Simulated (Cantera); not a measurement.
## Silicon carbide growth: (CH3)2SiCl2 + H2

Feed: 1 mol (CH3)2SiCl2, 22 mol H2, at 0.0133 bar.

Cantera equilibrium calculation (NASA polynomials, part measured and part estimated; ideal gas, pure solids and liquids). Candidate condensed phases: C, C6H6, C7H8, C8H18, Si, SiC; 109 gas species. The feed counts by its element totals alone. The tables' values for SiCl are old estimates; treat these amounts as uncertain. Gases not in the tables: Si2H6 and higher silanes. Equilibrium is a limit: real reactors are often held back by kinetics, nucleation or transport.

From 1527 °C to 2027 °C the condensed part is C(graphite) + SiC(s). At 2127 °C the condensed part is C(graphite). The main Si-bearing gas is SiCl2 at 1527 °C and Si at 2127 °C. The share of Si in condensed phases is highest at 1527 °C (98.8 %) and lowest at 2127 °C (0.0 %).

```
T (°C)   x H2      x H   x HCl      x Si  n C(graphite)  n SiC(s)
------  -----  -------  ------  --------  -------------  --------
1527    0.921  0.00298  0.0757   5.74e-6           1.00     0.988
1627    0.917  0.00658  0.0750   3.51e-5          0.999     0.982
1727    0.910   0.0134  0.0739  0.000179          0.990     0.972
1827    0.897   0.0256  0.0722  0.000780          0.982     0.946
1927    0.875   0.0456  0.0695   0.00297          1.000     0.860
2027    0.835   0.0766  0.0652    0.0100           1.13     0.573
2127    0.774    0.121  0.0598    0.0233           1.37         0
```
x: gas mole fraction; n: condensed amount in mol.
